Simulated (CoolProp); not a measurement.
R236FA along the isotherm 374 K: fugacity coefficient from the reference equation and from simpler models built on Tc = 398.1 K, pc = 3191 kPa, ω = 0.377; each cubic takes its own stable root.

The numbers come from the reference Helmholtz-energy equation of state, Pan 2012 in CoolProp.

```json
[
 {"p (kPa)": "532", "phase": "gas", "reference": "0.9278", "van der Waals": "0.9427", "Redlich-Kwong": "0.9328", "Peng-Robinson": "0.9238"},
 {"p (kPa)": "1060", "phase": "gas", "reference": "0.8569", "van der Waals": "0.8860", "Redlich-Kwong": "0.8671", "Peng-Robinson": "0.8502"},
 {"p (kPa)": "1600", "phase": "gas", "reference": "0.7841", "van der Waals": "0.8275", "Redlich-Kwong": "0.8003", "Peng-Robinson": "0.7762"},
 {"p (kPa)": "2130", "phase": "liquid", "reference": "0.6828", "van der Waals": "0.7683", "Redlich-Kwong": "0.7333", "Peng-Robinson": "0.6787"},
 {"p (kPa)": "2660", "phase": "liquid", "reference": "0.5607", "van der Waals": "0.6869", "Redlich-Kwong": "0.6198", "Peng-Robinson": "0.5584"},
 {"p (kPa)": "3190", "phase": "liquid", "reference": "0.4793", "van der Waals": "0.5970", "Redlich-Kwong": "0.5334", "Peng-Robinson": "0.4780"},
 {"p (kPa)": "3720", "phase": "liquid", "reference": "0.4212", "van der Waals": "0.5326", "Redlich-Kwong": "0.4715", "Peng-Robinson": "0.4206"},
 {"p (kPa)": "4250", "phase": "liquid", "reference": "0.3777", "van der Waals": "0.4844", "Redlich-Kwong": "0.4252", "Peng-Robinson": "0.3775"},
 {"p (kPa)": "4790", "phase": "liquid", "reference": "0.3435", "van der Waals": "0.4466", "Redlich-Kwong": "0.3885", "Peng-Robinson": "0.3435"},
 {"p (kPa)": "5320", "phase": "liquid", "reference": "0.3167", "van der Waals": "0.4171", "Redlich-Kwong": "0.3599", "Peng-Robinson": "0.3170"},
 {"p (kPa)": "5850", "phase": "liquid", "reference": "0.2949", "van der Waals": "0.3933", "Redlich-Kwong": "0.3366", "Peng-Robinson": "0.2953"},
 {"p (kPa)": "6380", "phase": "liquid", "reference": "0.2768", "van der Waals": "0.3736", "Redlich-Kwong": "0.3172", "Peng-Robinson": "0.2772"},
 {"p (kPa)": "6910", "phase": "liquid", "reference": "0.2615", "van der Waals": "0.3573", "Redlich-Kwong": "0.3010", "Peng-Robinson": "0.2621"},
 {"p (kPa)": "7450", "phase": "liquid", "reference": "0.2483", "van der Waals": "0.3433", "Redlich-Kwong": "0.2869", "Peng-Robinson": "0.2489"},
 {"p (kPa)": "7980", "phase": "liquid", "reference": "0.2372", "van der Waals": "0.3317", "Redlich-Kwong": "0.2750", "Peng-Robinson": "0.2378"}
]
```

At some of these states van der Waals, Redlich-Kwong gives the other phase, because its saturation line lies elsewhere.
